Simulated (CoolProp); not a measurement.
A single-stage vapour-compression cycle with the fluid: evaporating at 207.15 K (dew point), condensing at 276.15 K (bubble point), superheat 10 K, subcooling 5 K, compressor efficiency 0.9, no pressure losses. The same conditions are run with several fluids, on thermodynamics alone (safety and materials aside).

The numbers come from the reference Helmholtz-energy equation of state of each fluid (propylene: Lemmon 2013; hydrogen chloride: Thol 2018; R125: Lemmon 2005; CH3F (R41): Lemmon 2006; CH2F2 (R32): Tillner-Roth 1997; C3F8 (R218): Lemmon 2006) in CoolProp.

Question: Rank propylene, hydrogen chloride, R125, CH3F (R41), CH2F2 (R32), C3F8 (R218) by cooling COP, highest first.

Answer: propylene (2.08), CH2F2 (R32) (1.97), R125 (1.94), CH3F (R41) (1.86), hydrogen chloride (1.82), C3F8 (R218) (1.72)

| fluid | pressure ratio | discharge temperature (K) | refrigerating effect (kJ/kg) | volumetric capacity (kJ/m³) |
|---|---|---|---|---|
| propylene | 15.8 | 333.3 | 326 | 312 |
| hydrogen chloride | 10.5 | 444.6 | 317 | 1790 |
| R125 | 19.2 | 303.1 | 106 | 276 |
| CH3F (R41) | 11.6 | 391.2 | 338 | 1280 |
| CH2F2 (R32) | 19.4 | 403.7 | 300 | 406 |
| C3F8 (R218) | 21.1 | 276.2 | 58.5 | 134 |

The compression ends wet for: C3F8 (R218).
